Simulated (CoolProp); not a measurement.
A simple Rankine cycle with c-C4F8 (RC318): condensing at 330.15 K, boiler at 2.02 MPa, turbine inlet 412.4 K, turbine efficiency 0.9, pump efficiency 0.7, no recuperator. Each further row changes one setting.

Values from CoolProp's reference Helmholtz-energy equation of state, Platzer 1990. This equation is an older, rougher fit; its heat capacities, sound speeds and derivatives of the liquid may be far off and weren't checked against measurements.

```csv
case,thermal efficiency (%),net work (kJ/kg),heat in (kJ/kg),turbine exit temperature (K),volume ratio over the turbine
as stated,7.0,10.7,154,[?],2.87
turbine inlet 432.4 K,6.7,[?],175,410.6,2.78
condensing temperature 322.15 K,8.2,[?],164,[?],[?]
boiler pressure 1.41 MPa,4.6,7.29,160,399.4,1.88
turbine efficiency 0.8,[?],9.40,154,391.0,2.88
```

**Question.** Complete the blanks.

**Answer.** 
- as stated, turbine exit temperature (K): 389.6
- turbine inlet 432.4 K, net work (kJ/kg): 11.8
- condensing temperature 322.15 K, net work (kJ/kg): 13.4
- condensing temperature 322.15 K, turbine exit temperature (K): 385.4
- condensing temperature 322.15 K, volume ratio over the turbine: 3.56
- turbine efficiency 0.8, thermal efficiency (%): 6.1
